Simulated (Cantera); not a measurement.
Cantera run, input and output.

```python
import numpy as np
import cantera as ct

gas = ct.Solution("gri30.yaml")
gas.TPX = 1700, 500000, {'H2': 1, 'O2': 0.602, 'N2': 3.67}
reactor = ct.IdealGasConstPressureReactor(gas, energy="on", clone=False)
net = ct.ReactorNet([reactor])
net.rtol, net.atol = 1e-08, 1e-16
show = ['H2', 'O2', 'NO', 'O', 'NO2', 'H2O2']
times = np.geomspace(5e-06, 2, 11)

steps = ct.SolutionArray(gas, extra=["t"])
rows = []
print(f"{'t/s':>10s}{'T/K':>9s}{'P/Pa':>11s}" + "".join(f"{s:>11s}" for s in show))
for t in times:
    while net.time < t:
        t_next = net.step()
        steps.append(gas.state, t=t_next)
    rows.append([np.interp(t, steps.t, y) for y in (steps.T, steps.P, *steps(*show).X.T)])
    print(f"{t:10.3e}{rows[-1][0]:9.1f}{rows[-1][1]:11.4g}" + "".join(f"{x:11.3e}" for x in rows[-1][2:]))
rate = np.gradient(steps.T, steps.t)
print("integrator steps:", len(steps.t))
if steps.T.max() > steps.T[0] + 200:
    print(f"time of steepest temperature rise: {steps.t[rate.argmax()]:.4e} s")
gas.TPX = 1700, 500000, {'H2': 1, 'O2': 0.602, 'N2': 3.67}
gas.equilibrate("HP")
print(f"equilibrium (HP): T = {gas.T:.1f} K  " + "  ".join(f"{s} {gas[s].X[0]:.3e}" for s in show))
```

Output:

```
       t/s      T/K       P/Pa         H2         O2         NO          O        NO2       H2O2
 5.000e-06   2368.6      5e+05  3.026e-02  2.923e-02  8.998e-05  1.455e-02  3.436e-08  7.622e-07
 1.816e-05   2736.4      5e+05  1.629e-02  2.310e-02  3.733e-04  5.208e-03  1.767e-07  6.499e-07
 6.598e-05   2802.7      5e+05  1.241e-02  2.149e-02  1.316e-03  3.627e-03  6.306e-07  7.571e-07
 2.397e-04   2798.5      5e+05  1.255e-02  2.032e-02  4.161e-03  3.464e-03  1.947e-06  7.316e-07
 8.706e-04   2791.1      5e+05  1.283e-02  1.834e-02  9.002e-03  3.194e-03  4.028e-06  6.868e-07
 3.162e-03   2789.0      5e+05  1.292e-02  1.780e-02  1.034e-02  3.120e-03  4.565e-06  6.743e-07
 1.149e-02   2789.0      5e+05  1.292e-02  1.780e-02  1.034e-02  3.120e-03  4.567e-06  6.742e-07
 4.173e-02   2789.0      5e+05  1.292e-02  1.780e-02  1.034e-02  3.120e-03  4.567e-06  6.742e-07
 1.516e-01   2789.0      5e+05  1.292e-02  1.780e-02  1.034e-02  3.120e-03  4.567e-06  6.742e-07
 5.506e-01   2789.0      5e+05  1.292e-02  1.780e-02  1.034e-02  3.120e-03  4.567e-06  6.742e-07
 2.000e+00   2789.0      5e+05  1.292e-02  1.780e-02  1.034e-02  3.120e-03  4.567e-06  6.742e-07
integrator steps: 1149
time of steepest temperature rise: 2.1129e-06 s
equilibrium (HP): T = 2789.0 K  H2 1.292e-02  O2 1.780e-02  NO 1.034e-02  O 3.120e-03  NO2 4.567e-06  H2O2 6.742e-07
```

Detailed kinetics in Cantera: GRI-Mech 3.0 (53 species, 325 reactions). The hydrogen kinetics of GRI-Mech 3.0 are dated; newer H2 mechanisms differ, most at raised pressure.
